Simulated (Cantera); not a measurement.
A closed system holds: 1 mol Si2H6, 13 mol O2, 39 mol H2, 0.12 mol H2O, equilibrated at 0.0133 bar.

Cantera equilibrium calculation (NASA polynomials, part measured and part estimated; ideal gas, pure solids and liquids). Candidate condensed phases: H2O, Si, SiO2; 18 gas species. The feed counts by its element totals alone. The tables hold silica as quartz up to 1696 K and as liquid above; real silica turns to tridymite and cristobalite and melts near 1996 K. Kinetics and transport are ignored.

Question: At 1475 °C, list the 5 most abundant gas species with their mole fractions, and the condensed phases.

Answer: H2O 0.525, H2 0.474, H 0.00136, OH 8.80e-5, SiO 5.22e-5. Condensed: SiO2(condensed).
